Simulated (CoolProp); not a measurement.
The numbers come from the reference Helmholtz-energy equation of state, Thol 2019 in CoolProp.

Q: For dodecamethylpentasiloxane (MD3M), give the phase and the density (kg/m³), cp (kJ/(kg K)), cv (kJ/(kg K)), Joule-Thomson coefficient (K/MPa) at 304.05 °C and 0.101 MPa; 318.25 °C and 0.101 MPa; 346.85 °C and 0.101 MPa.

A: 
- 304.05 °C and 0.101 MPa: gas; density 8.59, cp 2.04, cv 2.01, Joule-Thomson coefficient 15.3
- 318.25 °C and 0.101 MPa: gas; density 8.34, cp 2.06, cv 2.04, Joule-Thomson coefficient 13.9
- 346.85 °C and 0.101 MPa: gas; density 7.87, cp 2.11, cv 2.09, Joule-Thomson coefficient 11.5
